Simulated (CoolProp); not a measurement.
Saturation properties of n-perfluorobutane.

Model: reference Helmholtz-energy equation of state, Gao 2022, in CoolProp.

```json
[
 {"T (K)": "267.2", "p (kPa)": "86.30", "vapour density (kg/m³)": "___", "enthalpy of vaporisation (kJ/kg)": "98.88", "liquid cp (kJ/(kg K))": "1.099"},
 {"T (K)": "273.8", "p (kPa)": "112.7", "vapour density (kg/m³)": "12.43", "enthalpy of vaporisation (kJ/kg)": "96.71", "liquid cp (kJ/(kg K))": "___"},
 {"T (K)": "280.5", "p (kPa)": "145.5", "vapour density (kg/m³)": "15.84", "enthalpy of vaporisation (kJ/kg)": "___", "liquid cp (kJ/(kg K))": "___"},
 {"T (K)": "287.2", "p (kPa)": "185.2", "vapour density (kg/m³)": "19.95", "enthalpy of vaporisation (kJ/kg)": "92.12", "liquid cp (kJ/(kg K))": "1.128"},
 {"T (K)": "293.8", "p (kPa)": "231.9", "vapour density (kg/m³)": "24.78", "enthalpy of vaporisation (kJ/kg)": "89.75", "liquid cp (kJ/(kg K))": "1.138"},
 {"T (K)": "300.5", "p (kPa)": "288.0", "vapour density (kg/m³)": "___", "enthalpy of vaporisation (kJ/kg)": "87.23", "liquid cp (kJ/(kg K))": "1.150"},
 {"T (K)": "307.1", "p (kPa)": "___", "vapour density (kg/m³)": "37.36", "enthalpy of vaporisation (kJ/kg)": "84.64", "liquid cp (kJ/(kg K))": "1.162"},
 {"T (K)": "313.8", "p (kPa)": "429.0", "vapour density (kg/m³)": "45.44", "enthalpy of vaporisation (kJ/kg)": "81.87", "liquid cp (kJ/(kg K))": "1.176"},
 {"T (K)": "320.4", "p (kPa)": "515.7", "vapour density (kg/m³)": "54.80", "enthalpy of vaporisation (kJ/kg)": "78.97", "liquid cp (kJ/(kg K))": "1.192"},
 {"T (K)": "327.1", "p (kPa)": "___", "vapour density (kg/m³)": "65.97", "enthalpy of vaporisation (kJ/kg)": "75.84", "liquid cp (kJ/(kg K))": "1.211"}
]
```

Problem. What belongs in the gaps?

Solution. 
- 267.2, vapour density (kg/m³): 9.656
- 273.8, liquid cp (kJ/(kg K)): 1.108
- 280.5, enthalpy of vaporisation (kJ/kg): 94.45
- 280.5, liquid cp (kJ/(kg K)): 1.118
- 300.5, vapour density (kg/m³): 30.59
- 307.1, p (kPa): 352.7
- 327.1, p (kPa): 616.5

It boils at 271.1 K under 1 atm.
